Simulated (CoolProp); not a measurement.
Vapour pressure (bar) of CH2F2 (R32): the reference equation beside estimates from Tc = 351.3 K, pc = 57.83 bar, ω = 0.277.

Model: reference Helmholtz-energy equation of state, Tillner-Roth 1997, in CoolProp.

```json
[
 {"T (K)": "233.8", "reference": "1.827", "Lee-Kesler": "1.805", "van der Waals": "8.920", "Redlich-Kwong": "3.256", "Soave-Redlich-Kwong": "1.807", "Peng-Robinson": "1.813"},
 {"T (K)": "239.8", "reference": "2.376", "Lee-Kesler": "2.363", "van der Waals": "10.19", "Redlich-Kwong": "4.079", "Soave-Redlich-Kwong": "2.363", "Peng-Robinson": "2.363"},
 {"T (K)": "245.9", "reference": "3.059", "Lee-Kesler": "3.059", "van der Waals": "11.60", "Redlich-Kwong": "5.060", "Soave-Redlich-Kwong": "3.057", "Peng-Robinson": "3.048"},
 {"T (K)": "251.9", "reference": "3.870", "Lee-Kesler": "3.887", "van der Waals": "13.10", "Redlich-Kwong": "6.181", "Soave-Redlich-Kwong": "3.885", "Peng-Robinson": "3.862"},
 {"T (K)": "258", "reference": "4.854", "Lee-Kesler": "4.894", "van der Waals": "14.75", "Redlich-Kwong": "7.493", "Soave-Redlich-Kwong": "4.893", "Peng-Robinson": "4.853"},
 {"T (K)": "264", "reference": "6.000", "Lee-Kesler": "6.064", "van der Waals": "16.50", "Redlich-Kwong": "8.965", "Soave-Redlich-Kwong": "6.068", "Peng-Robinson": "6.008"},
 {"T (K)": "270.1", "reference": "7.366", "Lee-Kesler": "7.456", "van der Waals": "18.41", "Redlich-Kwong": "10.66", "Soave-Redlich-Kwong": "7.470", "Peng-Robinson": "7.387"},
 {"T (K)": "276.1", "reference": "8.927", "Lee-Kesler": "9.046", "van der Waals": "20.42", "Redlich-Kwong": "12.53", "Soave-Redlich-Kwong": "9.076", "Peng-Robinson": "8.965"},
 {"T (K)": "282.2", "reference": "10.76", "Lee-Kesler": "10.91", "van der Waals": "22.61", "Redlich-Kwong": "14.66", "Soave-Redlich-Kwong": "10.96", "Peng-Robinson": "10.82"}
]
```

Absolute difference from the reference over all 9 rows, mean and median: Lee-Kesler 0.9 and 1.1 %, van der Waals 222.5 and 203.9 %, Redlich-Kwong 55.6 and 54.4 %, Soave-Redlich-Kwong 1.0 and 1.1 %, Peng-Robinson 0.4 and 0.4 %.
